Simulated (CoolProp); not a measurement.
Computed with CoolProp (reference Helmholtz-energy equation of state, Lemmon 2006). It is a short technical equation, of lower accuracy than the large ones.

### Question
For toluene, give the phase and the Z, cp (kJ/(kg K)), speed of sound (m/s), isothermal compressibility (1/MPa) at 431.2 K and 42.7 bar; 488 K and 42.7 bar.

### Answer
- 431.2 K and 42.7 bar: liquid; Z 0.149, cp 2.17, speed of sound 820, isothermal compressibility 0.00261
- 488 K and 42.7 bar: liquid; Z 0.145, cp 2.41, speed of sound 616, isothermal compressibility 0.00513
